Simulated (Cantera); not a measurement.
An adiabatic, constant-volume homogeneous reactor starts with CH4 : H2 : O2 : N2 = 1 : 0.36 : 1.68 : 6.31 (molar parts), equivalence ratio 1.3, at 1623 K and 10.0 bar. Integrator tolerance rtol = 1e-08.

Cantera simulation using GRI-Mech 3.0 (53 species, 325 reactions); the numbers are that mechanism's predictions, not measurements. Above 3000 K some thermodynamic fits are extrapolated.

**Question.** What does this change do: N2 6.31 to 4.8 parts?

**Answer.** 
```json
[
 {"quantity": "time of steepest temperature rise", "before": "24.4 µs", "after": "19.6 µs"},
 {"quantity": "temperature at 0.700 s", "before": "3197 K", "after": "3313 K"},
 {"quantity": "equilibrium temperature", "before": "3197 K", "after": "3313 K"},
 {"quantity": "x(CH4) at 0.700 s", "before": "8.01e-12 (gas-phase equilibrium 9.51e-12)", "after": "1.37e-11 (gas-phase equilibrium 1.64e-11)"},
 {"quantity": "x(H2) at 0.700 s", "before": "0.0506 (gas-phase equilibrium 0.0506)", "after": "0.0622 (gas-phase equilibrium 0.0622)"},
 {"quantity": "x(O2) at 0.700 s", "before": "0.00387 (gas-phase equilibrium 0.00387)", "after": "0.00595 (gas-phase equilibrium 0.00595)"},
 {"quantity": "x(CH2CO) at 0.700 s", "before": "<1e-12 (gas-phase equilibrium <1e-12)", "after": "<1e-12 (gas-phase equilibrium <1e-12)"},
 {"quantity": "x(OH) at 0.700 s", "before": "0.0179 (gas-phase equilibrium 0.0179)", "after": "0.0257 (gas-phase equilibrium 0.0257)"},
 {"quantity": "x(C2H2) at 0.700 s", "before": "<1e-12 (gas-phase equilibrium <1e-12)", "after": "<1e-12 (gas-phase equilibrium <1e-12)"}
]
```
